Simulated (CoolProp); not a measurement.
Properties of tetradecamethylhexasiloxane (MD4M) along the isobar 3.07 bar.

The numbers come from the reference Helmholtz-energy equation of state, Thol 2019 in CoolProp.

| T (°C) | phase | density (kg/m³) | isothermal compressibility (1/MPa) | expansivity (1/kK) |
|---|---|---|---|---|
| 133.65 | liquid | 780.9 | 0.003487 | 1.290 |
| 150.05 | liquid | 764.2 | 0.004046 | 1.341 |
| 166.45 | liquid | 747.3 | 0.004728 | 1.401 |
| 182.85 | liquid | 729.9 | 0.005575 | 1.471 |
| 199.25 | liquid | 712.0 | [?] | 1.553 |
| 215.65 | liquid | 693.6 | 0.008016 | 1.652 |
| 232.05 | liquid | 674.4 | 0.009825 | 1.773 |
| 248.45 | liquid | 654.3 | 0.01228 | 1.924 |
| 264.85 | liquid | 633.0 | [?] | 2.121 |
| 281.25 | liquid | [?] | 0.02090 | 2.391 |
| 297.65 | liquid | 584.8 | 0.02918 | 2.787 |
| 314.05 | liquid | [?] | 0.04419 | 3.435 |
| 330.45 | gas | [?] | 4.573 | 4.616 |
| 346.85 | gas | 34.60 | 4.289 | [?] |

Task: Some entries are withheld; supply them.

Result: 
- 199.25, isothermal compressibility (1/MPa): 0.006643
- 264.85, isothermal compressibility (1/MPa): 0.01575
- 281.25, density (kg/m³): 610.1
- 314.05, density (kg/m³): 556.0
- 330.45, density (kg/m³): 37.07
- 346.85, expansivity (1/kK): 3.872
